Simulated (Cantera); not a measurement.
A freely propagating, adiabatic, planar premixed flame of H₂ : O₂ : N₂ = 1 : 0.312 : 1.17 (molar parts), equivalence ratio 1.6, unburnt at 425 K and 0.148 atm; mixture-averaged transport, grid criteria slope 0.08 and curve 0.16, no radiation.

Cantera simulation using the H2/O2 subset of GRI-Mech 3.0, which has no nitrogen chemistry; the numbers are that mechanism's predictions, not measurements. Burning velocities carry a grid error of a few per cent, more on coarse grids.

What does this change do: H2 1 to 0.76 parts?


```tsv
quantity	before	after
laminar burning velocity	410 cm/s	380 cm/s
thermal thickness	4.78 mm	4.95 mm
peak x(OH)	0.00832	0.0144
peak x(H₂O₂)	1.05e-5	1.23e-5
peak x(O)	0.00676	0.0108
```
